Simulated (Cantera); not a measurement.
An adiabatic, constant-volume homogeneous reactor starts with CH₄ : O₂ : N₂ = 1 : 1.54 : 5.78 (molar parts), equivalence ratio 1.3, at 1273 K and 5330 Torr.

Cantera simulation using GRI-Mech 3.0 (53 species, 325 reactions); the numbers are that mechanism's predictions, not measurements. Above 3000 K some thermodynamic fits are extrapolated.

x: mole fraction; the columns are a selection and need not sum to one.

| t (s) | T (K) | P (bar) | x CH₄ | x O₂ | x CO₂ | x C₂H₆ | x H₂ | x HCN | x CH₂CO |
|---|---|---|---|---|---|---|---|---|---|
| 8.00e-6 | 1273 | 7.10 | 0.120 | 0.185 | <1e-12 | 7.18e-11 | 4.09e-9 | <1e-12 | <1e-12 |
| 2.66e-5 | 1273 | 7.10 | 0.120 | 0.185 | 4.33e-12 | … | 3.12e-8 | <1e-12 | <1e-12 |
| 8.86e-5 | 1273 | 7.10 | 0.120 | 0.185 | 3.96e-10 | … | 4.95e-7 | <1e-12 | <1e-12 |
| 0.000295 | 1273 | 7.10 | 0.120 | 0.185 | 1.65e-8 | … | 7.20e-6 | <1e-12 | 2.24e-10 |
| 0.000981 | 1276 | 7.12 | 0.120 | 0.185 | 2.08e-7 | … | 6.31e-5 | <1e-12 | 1.74e-8 |
| 0.00326 | 3018 | 18.0 | 5.65e-12 | 0.00212 | 0.0397 | <1e-12 | 0.0423 | 1.09e-7 | <1e-12 |
| 0.0109 | 3018 | 18.0 | 5.65e-12 | 0.00211 | 0.0397 | <1e-12 | 0.0423 | 1.09e-7 | <1e-12 |
| 0.0361 | 3018 | 18.0 | 5.65e-12 | 0.00211 | 0.0397 | <1e-12 | 0.0423 | 1.09e-7 | <1e-12 |
| 0.120 | 3018 | 18.0 | 5.65e-12 | 0.00211 | 0.0397 | <1e-12 | 0.0423 | 1.09e-7 | <1e-12 |
| 0.400 | 3018 | 18.0 | 5.65e-12 | 0.00211 | 0.0397 | <1e-12 | 0.0423 | 1.09e-7 | <1e-12 |

Task: Fill in the missing entries.

Result: 
- 2.66e-5, x C₂H₆: 3.64e-9
- 8.86e-5, x C₂H₆: 3.25e-7
- 0.000295, x C₂H₆: 1.39e-5
- 0.000981, x C₂H₆: 0.000117
